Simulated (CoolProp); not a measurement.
A simple Rankine cycle with water: condensing at 297.15 K, boiler at 0.688 MPa, turbine inlet 442.4 K, turbine efficiency 0.9, pump efficiency 0.8, no recuperator. Each further row changes one setting.

Model: reference Helmholtz-energy equation of state, Wagner 2002, in CoolProp.

```
case                             thermal efficiency (%)  net work (kJ/kg)  heat in (kJ/kg)  turbine exit temperature (K)  volume ratio over the turbine
-------------------------------  ----------------------  ----------------  ---------------  ----------------------------  -----------------------------
as stated                                          26.1               697             2670                         297.1                            132
turbine inlet 462.4 K                              26.2               712             2720                         297.1                            127
condensing temperature 289.15 K                    27.5               ___             2710                         289.1                            208
boiler pressure 0.482 MPa                          24.5               660             2690                         297.1                           93.1
turbine efficiency 0.8                             23.2               ___             2670                         297.1                            ___
```

**Question.** What belongs in the gaps?

**Answer.** 
- condensing temperature 289.15 K, net work (kJ/kg): 744
- turbine efficiency 0.8, net work (kJ/kg): 620
- turbine efficiency 0.8, volume ratio over the turbine: 137

The expansion ends wet for: as stated; turbine inlet 462.4 K; condensing temperature 289.15 K; boiler pressure 0.482 MPa; turbine efficiency 0.8.
